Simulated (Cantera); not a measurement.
Gas mixture: CO2 : CH3OH = 0.38 : 0.82 (molar parts), at 740000 Pa, frozen composition.

Cantera's kinetic-theory transport with the Lennard-Jones parameters of GRI-Mech 3.0, ideal gas; thermal conductivity in the multicomponent form. Polar gases are described roughly by these parameters. The composition is frozen, though it would react at the higher temperatures.

One state of this run: ρ (kg/m³) = 5.80; cp (J/kg/K) = 1618; μ (µPa s) = 20.6; λ (mW/m/K) = 44.5; Pr = 0.748; D (cm²/s) N2 = 0.0646; D (cm²/s) H = 0.395; D (cm²/s) C2H2 = 0.0515. D: mixture-averaged diffusion coefficient of that species in the mixture.

Task: Which value of T (K) does it belong to?
A. 400
B. 700
C. 550
D. 1150

Result: C, 550
